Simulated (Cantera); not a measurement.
Mixture: CO : H₂ : O₂ : N₂ : H₂O = 1 : 0.81 : 1.77 : 6.67 : 2.8 (molar parts), equivalence ratio 0.51, at 1.00 bar, adiabatic and at constant volume. Ignition delay is the time to a rise of 400 K.

Computed with Cantera and GRI-Mech 3.0 (53 species, 325 reactions). Where the delays flatten at high temperature, the 400 K rule measures the pace of heat release, not the induction time.

Question: What does this change do: H2 0.81 to 0.3 parts?

Answer: 
```json
[
 {"quantity": "delay at 1125 K", "before": "0.246 ms", "after": "0.438 ms"},
 {"quantity": "delay at 1225 K", "before": "93.3 µs", "after": "0.163 ms"},
 {"quantity": "delay at 1325 K", "before": "57.9 µs", "after": "0.102 ms"},
 {"quantity": "delay at 1425 K", "before": "43.8 µs", "after": "77.2 µs"},
 {"quantity": "delay at 1525 K", "before": "37.2 µs", "after": "65.6 µs"}
]
```

Question: What does this change do: pressure from 1.00 bar to 6.70 bar?

Answer: 
```tsv
quantity	before	after
delay at 1125 K	0.246 ms	1.24 ms
delay at 1225 K	93.3 µs	0.201 ms
delay at 1325 K	57.9 µs	34.1 µs
delay at 1425 K	43.8 µs	9.97 µs
delay at 1525 K	37.2 µs	5.36 µs
```
The hydrogen kinetics of GRI-Mech 3.0 are dated; newer H2 mechanisms differ, most at raised pressure.
